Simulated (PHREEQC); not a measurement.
Solution (20 °C): 0.11 mol KOH, 6e-05 mol NaAlO2 and 0.09 mol (CH3)4NCl per kg of water. Closed to the air; pH follows from the charge balance.

The numbers come from PHREEQC with the ion-association model, phreeqc.dat.

This is a speciation only: nothing precipitates in the calculation.

**Question.** What pH, activity of water does the model give?

**Answer.** pH 13.06; activity of water 0.993.

(CH3)4N+ isn't in the database: it is added as a free cation with an ion size of 4 Å.
